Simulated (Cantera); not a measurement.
An isothermal, constant-pressure homogeneous reactor starts with C3H8 : H2 = 1 : 8 (molar parts), at 1600 K and 100.0 Torr. Integrator tolerance rtol = 1e-08.

Model: GRI-Mech 3.0 (53 species, 325 reactions), integrated in Cantera. GRI-Mech 3.0 was tuned for natural gas; its chemistry of propane as a main component is partial and can be far from experiment. GRI-Mech 3.0 stops at C3 and has no aromatics, soot or wall deposition, so with more carbon than oxygen in the feed, carbon stays in small species such as C2H2 where larger ones or solid carbon would form.

Task: What does this change do: pressure from 100.0 Torr to 2.55 Torr?

Result: 
| quantity | before | after |
|---|---|---|
| x(C3H8) at 4.00 s | 2.04e-10 (gas-phase equilibrium 1.24e-10) | 4.32e-10 (gas-phase equilibrium <1e-12) |
| x(H2) at 4.00 s | 0.864 (gas-phase equilibrium 0.867) | 0.846 (gas-phase equilibrium 0.874) |
| x(C2H6) at 4.00 s | 1.22e-6 (gas-phase equilibrium 7.45e-7) | 3.63e-6 (gas-phase equilibrium 5.14e-10) |
| x(CH2) at 4.00 s | 8.12e-9 (gas-phase equilibrium 5.63e-9) | 2.79e-7 (gas-phase equilibrium 5.78e-9) |
| x(CH3) at 4.00 s | 5.59e-5 (gas-phase equilibrium 3.75e-5) | 0.000574 (gas-phase equilibrium 6.17e-6) |
| x(C2H) at 4.00 s | 6.20e-8 (gas-phase equilibrium 6.45e-8) | 2.31e-7 (gas-phase equilibrium 4.21e-7) |
Radical loss at walls, strong at low pressure, is not modelled.

Task: What does this change do: temperature 1600 to 1250 K?

Result: 
```csv
quantity,before,after
x(C3H8) at 4.00 s,2.04e-10 (gas-phase equilibrium 1.24e-10),4.82e-7 (gas-phase equilibrium 9.98e-8)
x(H2) at 4.00 s,0.864 (gas-phase equilibrium 0.867),0.805 (gas-phase equilibrium 0.716)
x(C2H6) at 4.00 s,1.22e-6 (gas-phase equilibrium 7.45e-7),0.000290 (gas-phase equilibrium 9.17e-5)
x(CH2) at 4.00 s,8.12e-9 (gas-phase equilibrium 5.63e-9),2.86e-11 (gas-phase equilibrium 6.73e-12)
x(CH3) at 4.00 s,5.59e-5 (gas-phase equilibrium 3.75e-5),1.02e-5 (gas-phase equilibrium 7.68e-6)
x(C2H) at 4.00 s,6.20e-8 (gas-phase equilibrium 6.45e-8),8.02e-11 (gas-phase equilibrium 9.49e-12)
```
